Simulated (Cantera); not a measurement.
**Adiabatic ignition**

An adiabatic, constant-volume homogeneous reactor starts with CH₄ : O₂ : N₂ : CO₂ = 1 : 1.43 : 5.37 : 0.39 (molar parts), equivalence ratio 1.4, at 1525 K and 7280 Torr.

Computed with Cantera and GRI-Mech 3.0 (53 species, 325 reactions). Above 3000 K some thermodynamic fits are extrapolated.

```json
[
 {"t (s)": "3.00e-6", "T (K)": "1525", "P (bar)": "9.70", "x CH₄": "0.122", "x O₂": "0.175", "x CO₂": "0.0476", "x CH₂CO": "<1e-12", "x O": "9.25e-9", "x NO": "<1e-12"},
 {"t (s)": "1.02e-5", "T (K)": "1525", "P (bar)": "9.70", "x CH₄": "0.122", "x O₂": "0.175", "x CO₂": "0.0476", "x CH₂CO": "1.70e-11", "x O": "3.62e-8", "x NO": "<1e-12"},
 {"t (s)": "3.44e-5", "T (K)": "1526", "P (bar)": "9.71", "x CH₄": "0.122", "x O₂": "0.174", "x CO₂": "0.0476", "x CH₂CO": "1.59e-8", "x O": "1.24e-7", "x NO": "<1e-12"},
 {"t (s)": "0.000116", "T (K)": "1551", "P (bar)": "9.87", "x CH₄": "0.116", "x O₂": "0.171", "x CO₂": "0.0476", "x CH₂CO": "5.03e-6", "x O": "5.24e-7", "x NO": "8.77e-12"},
 {"t (s)": "0.000393", "T (K)": "3030", "P (bar)": "20.9", "x CH₄": "8.95e-12", "x O₂": "0.00218", "x CO₂": "0.0570", "x CH₂CO": "<1e-12", "x O": "0.00129", "x NO": "0.00441"},
 {"t (s)": "0.00133", "T (K)": "3030", "P (bar)": "20.9", "x CH₄": "8.96e-12", "x O₂": "0.00218", "x CO₂": "0.0570", "x CH₂CO": "<1e-12", "x O": "0.00129", "x NO": "0.00442"},
 {"t (s)": "0.00451", "T (K)": "3030", "P (bar)": "20.9", "x CH₄": "8.96e-12", "x O₂": "0.00218", "x CO₂": "0.0570", "x CH₂CO": "<1e-12", "x O": "0.00129", "x NO": "0.00442"},
 {"t (s)": "0.0152", "T (K)": "3030", "P (bar)": "20.9", "x CH₄": "8.96e-12", "x O₂": "0.00218", "x CO₂": "0.0570", "x CH₂CO": "<1e-12", "x O": "0.00129", "x NO": "0.00442"},
 {"t (s)": "0.0516", "T (K)": "3030", "P (bar)": "20.9", "x CH₄": "8.96e-12", "x O₂": "0.00218", "x CO₂": "0.0570", "x CH₂CO": "<1e-12", "x O": "0.00129", "x NO": "0.00442"},
 {"t (s)": "0.175", "T (K)": "3030", "P (bar)": "20.9", "x CH₄": "8.96e-12", "x O₂": "0.00218", "x CO₂": "0.0570", "x CH₂CO": "<1e-12", "x O": "0.00129", "x NO": "0.00442"},
 {"t (s)": "0.591", "T (K)": "3030", "P (bar)": "20.9", "x CH₄": "8.96e-12", "x O₂": "0.00218", "x CO₂": "0.0570", "x CH₂CO": "<1e-12", "x O": "0.00129", "x NO": "0.00442"},
 {"t (s)": "2.00", "T (K)": "3030", "P (bar)": "20.9", "x CH₄": "8.96e-12", "x O₂": "0.00218", "x CO₂": "0.0570", "x CH₂CO": "<1e-12", "x O": "0.00129", "x NO": "0.00442"}
]
```
x: mole fraction; the columns are a selection and need not sum to one.

```json
{
  "time_of_steepest_temperature_rise": "0.177 ms",
  "temperature at 2.00 s": "3030 K",
  "equilibrium_temperature": "3030 K",
  "x(CH₄) at 2.00 s": "8.96e-12 (gas-phase equilibrium 1.05e-11)",
  "x(O₂) at 2.00 s": "0.00218 (gas-phase equilibrium 0.00218)",
  "x(CO₂) at 2.00 s": "0.0570 (gas-phase equilibrium 0.0570)"
}
```
